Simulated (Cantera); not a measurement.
Charge: 1 mol (CH3)2SiCl2, 0.022 mol HCl, 860 mol H2, held at 2500 K and 0.0220 bar.

These are equilibrium values from Cantera (NASA tables, ideal gas, pure condensed phases), not measurements of a reactor. Candidate condensed phases: C, C6H6, C7H8, C8H18, Si, SiC; 109 gas species. The feed counts by its element totals alone. Rates play no part.

Base state: H2 0.840, H 0.155, HCl 0.00191, C2H2 (acetylene) 0.00102, Si 0.000994, Cl 0.000249, SiH 3.57e-5, SiC2 2.88e-5 (mole fractions); condensed: gas only.

**Question.** What changes in the equilibrium state with this change: (CH3)2SiCl2 replaced by CH3SiH3?

**Answer.** 
```
species             before     after
----------------  --------  --------
H2                   0.840     0.843
H                    0.155     0.156
Si                0.000994   0.00101
HCl                0.00191   2.08e-5
C2H2 (acetylene)   0.00102  0.000508
Cl                0.000249   2.71e-6
C2H                1.35e-5   6.74e-6
SiC2               2.88e-5   1.46e-5
SiH                3.57e-5   3.64e-5
```

**Question.** What changes in the equilibrium state with this change: (CH3)2SiCl2 replaced by SiH2Cl2?

**Answer.** 
```
species             before    after
----------------  --------  -------
H2                   0.840    0.841
H                    0.155    0.155
HCl                0.00191  0.00191
C2H2 (acetylene)   0.00102        0
Si                0.000994  0.00103
SiC2               2.88e-5        0
C2H                1.35e-5        0
SiH                3.57e-5  3.69e-5
```
